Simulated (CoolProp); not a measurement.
Vapour-liquid equilibrium of carbon dioxide (1) + carbonyl sulfide (2) at 6.95 °C; x and y are mole fractions of (1).

The numbers come from the multi-fluid Helmholtz-energy mixture model, Span 1996 and Lemmon 2006; pair parameters Bell 2016 in CoolProp.

| x | bubble pressure, mixture model (bar) | bubble pressure, Raoult's law (bar) | y, mixture model | y, Raoult's law |
|---|---|---|---|---|
| 0.05 | (withheld) | 9.640 | 0.251 | 0.216 |
| 0.15 | 15.12 | 13.02 | 0.495 | 0.481 |
| 0.25 | 19.05 | 16.39 | 0.616 | 0.636 |
| 0.35 | 22.48 | 19.77 | 0.692 | 0.739 |
| 0.45 | 25.56 | 23.14 | 0.748 | 0.811 |
| 0.55 | 28.44 | 26.52 | (withheld) | 0.865 |
| 0.65 | (withheld) | 29.90 | 0.836 | 0.907 |
| 0.75 | (withheld) | 33.27 | 0.878 | 0.940 |
| 0.85 | 37.02 | 36.65 | 0.923 | 0.967 |
| 0.95 | 40.11 | 40.02 | 0.973 | 0.990 |

**Question.** What belongs in the gaps?

**Answer.** 
- 0.05, bubble pressure, mixture model (bar): 10.53
- 0.55, y, mixture model: 0.794
- 0.65, bubble pressure, mixture model (bar): 31.24
- 0.75, bubble pressure, mixture model (bar): 34.08

The largest gap from Raoult's law is +16.2 % in bubble pressure, at x = 0.25. No azeotrope shows between x = 0.05 and 0.95.

The pair parameters rest on a limited set of measurements; away from them the model extrapolates.
